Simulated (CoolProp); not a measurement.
The numbers come from the reference Helmholtz-energy equation of state, Zhou 2016 in CoolProp.

**Question.** Give the vapour pressure (kPa), liquid density (kg/m³), enthalpy of vaporisation (kJ/kg), liquid cp (kJ/(kg K)) of saturated R245ca at 60.35, 63.85, 67.25 °C.

**Answer.** 
```json
[
 {"T (°C)": "60.35", "p (kPa)": "331", "liquid density (kg/m³)": "1290", "enthalpy of vaporisation (kJ/kg)": "183", "liquid cp (kJ/(kg K))": "1.44"},
 {"T (°C)": "63.85", "p (kPa)": "367", "liquid density (kg/m³)": "1280", "enthalpy of vaporisation (kJ/kg)": "181", "liquid cp (kJ/(kg K))": "1.45"},
 {"T (°C)": "67.25", "p (kPa)": "405", "liquid density (kg/m³)": "1270", "enthalpy of vaporisation (kJ/kg)": "179", "liquid cp (kJ/(kg K))": "1.46"}
]
```
